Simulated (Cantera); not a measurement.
An isothermal, constant-pressure homogeneous reactor starts with 57.1 % NO, 42.9 % N2, at 1425 K and 1.00 bar.

Computed with Cantera and GRI-Mech 3.0 (53 species, 325 reactions).

x: mole fraction; the columns are a selection and need not sum to one.

```csv
t (s),x NO,x NO2,x N2,x O2,x N2O
5.00e-5,0.571,4.72e-8,0.429,5.69e-12,5.42e-8
0.000184,0.571,1.92e-7,0.429,2.65e-11,1.99e-7
0.000674,0.571,?,0.429,1.47e-10,?
0.00247,0.571,2.71e-6,0.429,1.22e-9,2.65e-6
0.00909,0.571,1.03e-5,0.429,1.55e-8,9.39e-6
0.0334,0.571,4.12e-5,0.429,3.12e-7,3.05e-5
0.122,0.571,0.000170,0.429,1.03e-5,7.46e-5
0.450,0.570,0.000400,0.429,0.000235,0.000102
1.65,0.568,0.000506,0.430,0.00147,0.000102
6.06,0.558,?,0.435,?,9.82e-5
22.3,0.526,0.00119,0.451,0.0216,8.70e-5
81.7,0.435,0.00168,0.496,0.0667,5.93e-5
300,0.266,0.00154,0.581,0.151,2.20e-5
```

**Question.** What belongs in the gaps?

**Answer.** 
- 0.000674, x NO2: 7.26e-7
- 0.000674, x N2O: 7.28e-7
- 6.06, x NO2: 0.000739
- 6.06, x O2: 0.00600
